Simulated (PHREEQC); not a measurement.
Solution A (0.0002 mol PbCl2, 0.32 mol HNO3 and 0.0055 mol Zn(NO3)2 per kg of water) is mixed with solution B (0.9 mmol/kgw PbCl2) at 25 °C; shares are by mass of water, 1 kg in all. O2 is buffered at 0.21 atm. The system is closed to CO2. The run lets Zn(OH)2(e), Pb(OH)2 precipitate or redissolve, and no other solid.

Computed with PHREEQC (ion-association model, phreeqc.dat).

```
share of solution B    pH  Pb+2 (mol/kgw)  PbNO3+ (mol/kgw)
-------------------  ----  --------------  ----------------
0                    0.60         8.90e-5          0.000111
0.05                 0.63        0.000107          0.000127
0.15                  [?]        0.000145          0.000159
0.2                  0.70        0.000166          0.000173
0.25                 0.72        0.000187          0.000186
0.35                 0.78        0.000234          0.000209
0.4                  0.82        0.000259          0.000218
0.45                 0.85        0.000285          0.000226
0.55                 0.93        0.000343          0.000237
0.6                  0.98             [?]          0.000239
0.65                 1.04        0.000410               [?]
0.75                 1.18        0.000489          0.000225
0.8                  1.27        0.000536               [?]
0.85                 1.39        0.000589          0.000190
0.95                 1.85        0.000733          0.000103
1                    5.43        0.000849                 0
```

Task: What belongs in the gaps?

Result: 
- 0.15, pH: 0.67
- 0.6, Pb+2 (mol/kgw): 0.000375
- 0.65, PbNO3+ (mol/kgw): 0.000238
- 0.8, PbNO3+ (mol/kgw): 0.000211
